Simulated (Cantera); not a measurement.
Cantera run:

```python
import numpy as np
import cantera as ct

gas_names = """
    H HO2 H2 H2O H2O2 Hg O OH O2 O3
""".split()
cond_names = """
    H2O(s) H2O(L) Hg(cr) Hg(L) HgO(s)
""".split()


def load(file, names, dense=False):
    # The tables refer to 1 bar. Condensed volumes are neglected.
    table = {s.name: s for s in ct.Species.list_from_file(file)}
    out = []
    for n in names:
        d = dict(table[n].input_data)
        d["thermo"] = dict(d["thermo"], **{"reference-pressure": 1e5})
        if dense:
            d["equation-of-state"] = {"model": "constant-volume", "density": "1e6 g/cm^3"}
        out.append(ct.Species.from_dict(d))
    return out


gas = ct.Solution(thermo="ideal-gas", species=load("nasa_gas.yaml", gas_names))
cond = {s.name: ct.Solution(thermo="fixed-stoichiometry", species=[s], name=s.name)
        for s in load("nasa_condensed.yaml", cond_names, dense=True)}
atoms = {
    'HgO': {'Hg': 1, 'O': 1},
    'H2': {'H': 2},
}
top_T = {}  # K; cautious upper limits of use, not melting points


def equilibrate(T, P, feed):
    n = {}
    for name, mol in feed.items():
        for a, k in atoms[name].items():
            n[a] = n.get(a, 0.0) + k * mol
    gas.TPX = T, P, n
    mass = sum(n.values()) * gas.mean_molecular_weight
    gas.equilibrate("TP")
    valid = [c for c in cond.values() if c.min_temp <= T <= top_T.get(c.name, c.max_temp)]
    mix = ct.Mixture([(gas, mass / gas.mean_molecular_weight)] + [(c, 0.0) for c in valid])
    mix.T, mix.P = T, P
    mix.equilibrate("TP", solver="vcs", rtol=1e-11, max_steps=5000)
    return mix


results = []
feed = {'HgO': 1, 'H2': 5.8}  # mol
T = 550  # K
P = 133.322  # Pa
mix = equilibrate(T, P, feed)
results.append((T, P, feed, dict(zip(mix.species_names, mix.species_moles))))
print(gas.report(threshold=1e-05))
for i in range(1, mix.n_phases):
    print(f"{mix.phase(i).name:16s} {mix.phase_moles(i):12.5e} mol")
```

Output:

```
       temperature   550 K
          pressure   133.32 Pa
           density   0.00097875 kg/m^3
  mean mol. weight   33.571 kg/kmol
   phase of matter   gas

                          1 kg             1 kmol
                     ---------------   ---------------
          enthalpy       -5.7466e+05       -1.9292e+07  J
   internal energy       -7.1087e+05       -2.3865e+07  J
           entropy            6705.6        2.2511e+05  J/K
    Gibbs function       -4.2627e+06        -1.431e+08  J
 heat capacity c_p            863.08             28975  J/K
 heat capacity c_v            615.41             20660  J/K

                      mass frac. Y      mole frac. X     chem. pot. / RT
                     ---------------   ---------------   ---------------
                H2          0.042389           0.70588           -23.227
               H2O          0.078915           0.14706           -84.763
                Hg            0.8787           0.14706           -16.545
     [   +7 minor]        5.8267e-19        1.9406e-17

H2O(L)            0.00000e+00 mol
Hg(L)             0.00000e+00 mol
HgO(s)            0.00000e+00 mol
```

Cantera equilibrium calculation (NASA polynomials, part measured and part estimated; ideal gas, pure solids and liquids).
